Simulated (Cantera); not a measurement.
A closed system holds: 1 mol C3H8, 0.51 mol H2O, 15 mol N2, 0.014 mol O2, held at 2700 K and 0.00133 bar.

Method: chemical equilibrium by Gibbs-energy minimisation in Cantera with the NASA 1993 tables (ideal gas, pure condensed phases). Candidate condensed phases: C, C6H6, C7H8, C8H18, H2O; 136 gas species. The numbers say what is thermodynamically allowed, not how fast it happens.

Base state: N2 0.615, H 0.289, H2 0.0344, CO 0.0226, HCN 0.0164, CN 0.0103, C3 0.00660, HNC 0.00237 (mole fractions); condensed: C(graphite).

### Question
What changes in the equilibrium state with this change: C3H8 replaced by toluene?

### Answer
| species | before | after |
|---|---|---|
| N2 | 0.615 | 0.615 |
| H | 0.289 | 0.289 |
| H2 | 0.0344 | 0.0344 |
| C5 | 4.40e-5 | 4.40e-5 |
| N | 3.49e-5 | 3.49e-5 |
| HNC | 0.00237 | 0.00237 |
| HCN | 0.0164 | 0.0164 |
| CN | 0.0103 | 0.0103 |
| CO | 0.0226 | 0.0226 |
| C2H2 (acetylene) | 0.000811 | 0.000811 |
| C2 | 0.000632 | 0.000632 |
| C3 | 0.00660 | 0.00660 |
| C | 0.00159 | 0.00159 |
| C2N2 | 0.000145 | 0.000145 |
| C(graphite), mol | 1.14 | 5.14 |

### Question
What changes in the equilibrium state with this change: temperature from 2700 K to 2498 K?

### Answer
| species | before | after |
|---|---|---|
| N2 | 0.615 | 0.660 |
| H | 0.289 | 0.204 |
| H2 | 0.0344 | 0.0892 |
| CN | 0.0103 | 0.00226 |
| CO | 0.0226 | 0.0241 |
| HCN | 0.0164 | 0.0171 |
| C5 | 4.40e-5 | 1.07e-6 |
| C2 | 0.000632 | 3.33e-5 |
| C3 | 0.00660 | 0.000361 |
| C | 0.00159 | 0.000121 |
| N | 3.49e-5 | 6.38e-6 |
| C(graphite), mol | 1.14 | 1.90 |
